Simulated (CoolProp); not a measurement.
Model: reference Helmholtz-energy equation of state, Outcalt 1996, in CoolProp. It is a modified Benedict-Webb-Rubin equation, recast in Helmholtz form.

Task: For R152A, give the phase and the viscosity (µPa s), Prandtl number at -19.25 °C and 13.4 MPa; 21.75 °C and 13.4 MPa; 185.85 °C and 13.4 MPa.

Result: 
- -19.25 °C and 13.4 MPa: liquid; viscosity 320, Prandtl number 3.96
- 21.75 °C and 13.4 MPa: liquid; viscosity 202, Prandtl number 3.08
- 185.85 °C and 13.4 MPa: supercritical; viscosity 42.7, Prandtl number 1.74

Viscosity comes from a separate model (Bell 2016), an estimate that may be off by 10 % or more. Thermal conductivity comes from a separate model (Krauss 1996).
